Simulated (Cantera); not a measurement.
A perfectly stirred reactor is fed with CH4 : H2 = 1 : 4 (molar parts), at 13.5 Torr; it is held at 1873 K, and followed from long to short residence time.

Model: GRI-Mech 3.0 (53 species, 325 reactions), integrated in Cantera. GRI-Mech 3.0 stops at C3 and has no aromatics, soot or wall deposition, so with more carbon than oxygen in the feed, carbon stays in small species such as C2H2 where larger ones or solid carbon would form. Radical loss at walls, strong at low pressure, is not modelled.

Task: Predict: x(CH4) at τ = 4.90 s; x(H2) at τ = 4.90 s; x(CH2) at τ = 4.90 s; x(CH3) at τ = 4.90 s; x(C2H4) at τ = 4.90 s; x(CH4) at τ = 45.0 ms; x(H2) at τ = 45.0 ms; x(CH2) at τ = 45.0 ms; x(CH3) at τ = 45.0 ms; x(C2H4) at τ = 45.0 ms.

Result: 
* **x(CH4) at τ = 4.90 s**: 0.00554
* **x(H2) at τ = 4.90 s**: 0.909
* **x(CH2) at τ = 4.90 s**: 2.16e-6
* **x(CH3) at τ = 4.90 s**: 0.000471
* **x(C2H4) at τ = 4.90 s**: 2.82e-5
* **x(CH4) at τ = 45.0 ms**: 0.0814
* **x(H2) at τ = 45.0 ms**: 0.865
* **x(CH2) at τ = 45.0 ms**: 6.78e-6
* **x(CH3) at τ = 45.0 ms**: 0.00391
* **x(C2H4) at τ = 45.0 ms**: 0.000920
